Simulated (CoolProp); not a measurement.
R1336mzz(Z) along the isotherm 226.85 °C: fugacity coefficient from the reference equation and from simpler models built on Tc = 171.3 °C, pc = 29.04 bar, ω = 0.386; each cubic takes its own stable root.

Values from CoolProp's reference Helmholtz-energy equation of state, McLinden 2020.

```
p (bar)          phase  reference
-------  -------------  ---------
18.1               gas     0.8622
36.3     supercritical     0.7334
54.4     supercritical     0.6180
72.6     supercritical     0.5289
90.7     supercritical     0.4696
109      supercritical     0.4293
127      supercritical     0.4016
145      supercritical     0.3819
```

**Question.** How far does each simpler model (Redlich-Kwong, Soave-Redlich-Kwong) lie from the reference over these 8 states: mean and median of the absolute difference, and the worst?

**Answer.** 
- Redlich-Kwong: mean 1.7 %, median 1.6 %, worst -3.4 % at 226.85 °C and 54.4 bar
- Soave-Redlich-Kwong: mean 7.4 %, median 7.6 %, worst +13.9 % at 226.85 °C and 145 bar
